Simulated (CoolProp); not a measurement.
Vapour-liquid equilibrium of isohexane (1) + benzene (2) at 424.9 K; x and y are mole fractions of (1).

Model: multi-fluid Helmholtz-energy mixture model, Lemmon 2006 and Thol 2012; pair parameters Bell 2016, in CoolProp.

```csv
x,bubble pressure (MPa),y at the bubble point,dew pressure at overall composition x (MPa),liquid density (mol/L)
0.05,0.6401,0.096,0.6223,9.067
0.125,0.6867,0.210,0.6518,8.723
0.2,0.7255,0.302,0.6826,8.400
0.275,0.7584,0.381,0.7141,8.095
0.35,0.7868,0.451,0.7457,7.807
0.425,0.8117,0.516,0.7765,7.536
0.5,0.8338,0.578,0.8058,7.280
0.575,0.8536,0.640,0.8327,7.039
0.65,0.8713,0.701,0.8567,6.810
0.725,0.8872,0.763,0.8777,6.594
0.8,0.9015,0.826,0.8959,6.389
0.875,0.9144,0.890,0.9116,6.195
0.95,0.9261,0.956,0.9252,6.009
```

No azeotrope shows between x = 0.05 and 0.95.

Pair parameters are fitted to limited data, so mixtures are less certain than the pure fluids.
